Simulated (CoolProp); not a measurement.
Properties of carbonyl sulfide along the isotherm 620 K.

Model: reference Helmholtz-energy equation of state, Lemmon 2006, in CoolProp. It is a short technical equation, of lower accuracy than the large ones.

| p (MPa) | phase | Joule-Thomson coefficient (K/MPa) | isothermal compressibility (1/MPa) | fugacity coefficient |
|---|---|---|---|---|
| 0.796 | gas | ___ | 1.266 | 0.9922 |
| 1.59 | gas | 3.934 | 0.6386 | 0.9846 |
| 2.39 | gas | ___ | 0.4280 | 0.9770 |
| 3.18 | gas | 3.886 | 0.3239 | 0.9696 |
| 3.98 | gas | 3.856 | 0.2606 | 0.9623 |
| 4.78 | gas | 3.824 | ___ | 0.9551 |
| 5.57 | gas | ___ | ___ | 0.9481 |
| 6.37 | supercritical | 3.748 | 0.1658 | 0.9411 |
| 7.16 | supercritical | 3.704 | 0.1483 | ___ |
| 7.96 | supercritical | 3.657 | 0.1340 | 0.9277 |
| 8.76 | supercritical | 3.605 | 0.1223 | 0.9212 |
| 9.55 | supercritical | 3.551 | ___ | 0.9148 |

Some entries are withheld; supply them.


- 0.796, Joule-Thomson coefficient (K/MPa): 3.954
- 2.39, Joule-Thomson coefficient (K/MPa): 3.911
- 4.78, isothermal compressibility (1/MPa): 0.2184
- 5.57, Joule-Thomson coefficient (K/MPa): 3.788
- 5.57, isothermal compressibility (1/MPa): 0.1885
- 7.16, fugacity coefficient: 0.9344
- 9.55, isothermal compressibility (1/MPa): 0.1125
